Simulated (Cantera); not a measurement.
## Equilibrium for silicon carbide growth: (CH3)2SiCl2 + C2H4 + H2

Charge: 1 mol (CH3)2SiCl2, 1.5 mol C2H4, 2.7 mol H2, equilibrated at 998 K and 11.0 mbar.

Cantera equilibrium calculation (NASA polynomials, part measured and part estimated; ideal gas, pure solids and liquids). Candidate condensed phases: C, C6H6, C7H8, C8H18, Si, SiC; 109 gas species. The feed counts by its element totals alone. The tables' values for SiCl3 are old estimates; treat these amounts as uncertain. The numbers say what is thermodynamically allowed, not how fast it happens.

- x(H2) = 0.835
- x(HCl) = 0.149
- x(SiCl4) = 0.0147
- x(CH4) = 0.000749
- x(SiHCl3) = 0.000573
- x(SiCl3) = 0.000101
- x(SiCl2) = 1.71e-5
- x(SiH2Cl2) = 2.40e-6
- n(C(graphite)) = 4.14 mol
- n(SiC(s)) = 0.853 mol
- gas amount = 9.546 mol
- log10 activity of Si(s) (absent) = -3.42
